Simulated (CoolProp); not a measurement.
The numbers come from the reference Helmholtz-energy equation of state, Lemmon 2006 in CoolProp. It is a short technical equation, of lower accuracy than the large ones.

Problem. For toluene, give the phase and the cp (kJ/(kg K)), Joule-Thomson coefficient (K/MPa), conductivity (mW/(m K)), Prandtl number at 620 K and 0.938 MPa; 620 K and 1.13 MPa; 620 K and 1.69 MPa.

Solution. 
- 620 K and 0.938 MPa: gas; cp 2.24, Joule-Thomson coefficient 7.14, conductivity 43.7, Prandtl number 0.731
- 620 K and 1.13 MPa: gas; cp 2.25, Joule-Thomson coefficient 7.31, conductivity 43.8, Prandtl number 0.737
- 620 K and 1.69 MPa: gas; cp 2.30, Joule-Thomson coefficient 7.85, conductivity 44.2, Prandtl number 0.756

Viscosity comes from a separate model (Avgeri 2015). Thermal conductivity comes from a separate model (Assael 2012).
